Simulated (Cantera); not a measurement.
An isothermal, constant-pressure homogeneous reactor starts with 81.3 % NH₃, 18.7 % N₂, at 1650 K and 0.0250 bar.

Model: the gas-phase N/H chemistry of the illustrative SiF4/NH3 mechanism in the Surface Chemkin manual (1991), integrated in Cantera. Walls and surfaces, which speed up NH3 decomposition in real reactors, are not modelled.

One state of this run: x NH₃ = 0.803; x H = 1.11e-6; x N₂H₂ = 2.67e-6; x H₂ = 0.00825; x N₂H₄ = 2.25e-8; x N = 5.11e-9. x: mole fraction; the columns are a selection and need not sum to one.

**Question.** Which value of t (s) does it belong to?
(A) 0.397
(B) 1.99
(C) 5.01e-6
(D) 0.0793

**Answer.** A, 0.397
